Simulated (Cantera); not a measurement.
# Stirred combustor or abatement burner

A perfectly stirred reactor is fed with 18.4 % H2, 13.6 % O2, 68.0 % N2, equivalence ratio 0.68, at 5.00 bar; it is adiabatic with a 525 K inlet, and is followed from long to short residence time, starting on the burning branch (τ in s: 0.23, 0.094, 0.039, 0.016, 0.0067, 0.0028, 0.0012, 0.00048, 0.0002, 8.3e-05, 3.4e-05, 1.4e-05).

Model: GRI-Mech 3.0 (53 species, 325 reactions), integrated in Cantera. The hydrogen kinetics of GRI-Mech 3.0 are dated; newer H2 mechanisms differ, most at raised pressure.

```tsv
τ (s)	T (K)	x H2	x O2	x NO	x NO2	x HO2	x N2O
0.23	1911	7.53e-5	0.0484	0.000128	2.93e-7	1.50e-6	3.83e-7
0.094	1911	9.64e-5	0.0484	6.37e-5	1.56e-7	1.67e-6	4.39e-7
0.039	1910	0.000140	0.0484	3.72e-5	1.02e-7	2.05e-6	5.52e-7
0.016	1908	0.000226	0.0484	2.59e-5	8.15e-8	2.87e-6	7.55e-7
0.0067	1905	0.000382	0.0483	2.12e-5	7.44e-8	4.42e-6	1.04e-6
0.0028	1900	0.000661	0.0483	1.88e-5	6.84e-8	7.27e-6	1.32e-6
0.0012	1893	0.00113	0.0483	1.70e-5	5.84e-8	1.21e-5	1.45e-6
0.00048	1879	0.00203	0.0484	1.53e-5	4.52e-8	2.07e-5	1.38e-6
0.00020	1858	0.00350	0.0487	1.45e-5	3.54e-8	3.39e-5	1.18e-6
8.3e-5	1823	0.00593	0.0493	1.52e-5	2.99e-8	5.34e-5	9.47e-7
3.4e-5	1765	0.00995	0.0508	1.65e-5	2.63e-8	8.07e-5	7.26e-7
1.4e-5	1676	0.0168	0.0540	1.59e-5	2.11e-8	0.000118	5.27e-7
```
x: mole fraction; the columns are a selection and need not sum to one.
